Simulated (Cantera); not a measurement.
A Cantera script and what it prints.

```python
import numpy as np
import cantera as ct

gas_names = """
    Cr CrN CrO CrO2 CrO3 H HNO HNO2 HNO3 HO2 H2 H2O H2O2 N NH NH2 NH3 NH2OH NO NO2 NO3 N2 N2H2 N2H4 N2O
    O OH O2 O3
""".split()
cond_names = """
    Cr(cr) Cr(L) CrN(s) Cr2N(s) Cr2O3(s) Cr2O3(L) H2O(s) H2O(L)
""".split()


# ... load() reads the species with a 1 bar reference pressure and builds the phases ...
atoms = {
    'Cr2O3': {'Cr': 2, 'O': 3},
    'H2': {'H': 2},
    'N2': {'N': 2},
}
top_T = {'CrN(s)': 1900, 'Cr2N(s)': 1900}  # K; cautious upper limits of use, not melting points


# ... equilibrate(T, P, feed) seeds the gas with the atoms and calls Mixture.equilibrate('TP', solver="vcs", rtol=1e-11, max_steps=5000) ...
results = []
feed = {'Cr2O3': 1, 'H2': 0.37, 'N2': 0.51}  # mol
T = 1898  # K
for P in [10, 100, 1000, 10000, 100000, 1000000]:
    mix = equilibrate(T, P, feed)
    results.append((T, P, feed, dict(zip(mix.species_names, mix.species_moles))))

top = {s: max(r[3][s] / sum(r[3][g] for g in gas_names) for r in results) for s in gas_names}
cols = sorted((s for s in top if top[s] > 1e-06), key=lambda s: -top[s])[:6]
seen = [c for c in cond_names if any(r[3].get(c, 0) > 1e-12 for r in results)]
print("log10 of partial pressures in bar; condensed amounts in mol")
print(f"{'P/Pa':>10s}" + "".join(f"{s[:9]:>10s}" for s in cols + seen))
for T, P, feed, n in results:
    ng = sum(n[g] for g in gas_names)
    print(f"{P:10.4g}" + "".join(f"{np.log10(max(n[s] / ng * P / 1e5, 1e-99)):10.3f}" for s in cols)
          + "".join(f"{n.get(c, 0):10.4g}" for c in seen))
```

It prints:

```
log10 of partial pressures in bar; condensed amounts in mol
      P/Pa        N2        H2       H2O         H        Cr       CrO    Cr(cr)   Cr2N(s)  Cr2O3(s)
        10    -4.267    -4.509    -5.219    -5.361    -5.405    -6.339         0         0    0.9791
       100    -3.248    -3.426    -4.572    -4.820    -4.752    -6.121         0         0    0.9917
      1000    -2.241    -2.395    -3.954    -4.305    -4.132    -5.915         0         0    0.9967
     1e+04    -1.239    -1.383    -3.348    -3.799    -3.525    -5.712         0         0    0.9987
     1e+05    -0.237    -0.381    -2.384    -3.298    -3.467    -5.693  0.002126         0    0.9988
     1e+06     0.763     0.619    -1.319    -2.798    -3.565    -5.726         0  0.001395    0.9986
```

These are equilibrium values from Cantera (NASA tables, ideal gas, pure condensed phases), not measurements of a reactor. Mutual solubility and eutectic melting of coexisting phases are not modelled.
